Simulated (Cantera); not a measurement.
A perfectly stirred reactor is fed with CH4 : H2O = 0.13 : 1.4 (molar parts), at 3.65 atm; it is held at 1398 K, and followed from long to short residence time.

Computed with Cantera and GRI-Mech 3.0 (53 species, 325 reactions).

**Question.** Predict: x(CH4) at τ = 2.60 s; x(H2O) at τ = 2.60 s; x(H2) at τ = 2.60 s; x(CH2O) at τ = 2.60 s; x(CH4) at τ = 46.0 ms; x(H2O) at τ = 46.0 ms; x(H2) at τ = 46.0 ms; x(CH2O) at τ = 46.0 ms.

**Answer.** 
```json
{
  "x(CH4) at τ = 2.60 s": "0.0536",
  "x(H2O) at τ = 2.60 s": "0.868",
  "x(H2) at τ = 2.60 s": "0.0599",
  "x(CH2O) at τ = 2.60 s": "2.05e-6",
  "x(CH4) at τ = 46.0 ms": "0.0830",
  "x(H2O) at τ = 46.0 ms": "0.914",
  "x(H2) at τ = 46.0 ms": "0.00215",
  "x(CH2O) at τ = 46.0 ms": "3.71e-6"
}
```
